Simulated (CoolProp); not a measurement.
Vapour-liquid equilibrium of ethanol (1) + dimethyl carbonate (2) at 0.0243 MPa; x and y are mole fractions of (1).

The numbers come from the multi-fluid Helmholtz-energy mixture model, Schroeder 2014 and Zhou 2011; pair parameters Bell 2016 in CoolProp.

| x | bubble temperature, mixture model (K) | bubble temperature, Raoult's law (K) | y, mixture model | y, Raoult's law |
|---|---|---|---|---|
| 0.05 | 321.0 | 323.9 | 0.167 | 0.063 |
| 0.2 | 316.3 | 323.0 | 0.403 | 0.240 |
| 0.35 | 314.6 | 322.1 | 0.500 | 0.404 |
| 0.5 | 314.1 | 321.4 | 0.556 | 0.556 |
| 0.65 | 314.1 | 320.7 | 0.605 | 0.698 |
| 0.8 | 314.7 | 320.0 | 0.680 | 0.832 |
| 0.95 | 317.3 | 319.4 | 0.867 | 0.959 |

The largest gap from Raoult's law is -7.5 K in bubble temperature, at x = 0.35. y crosses x between x = 0.5 and 0.65: the model has an azeotrope there.

The pair parameters rest on a limited set of measurements; away from them the model extrapolates.
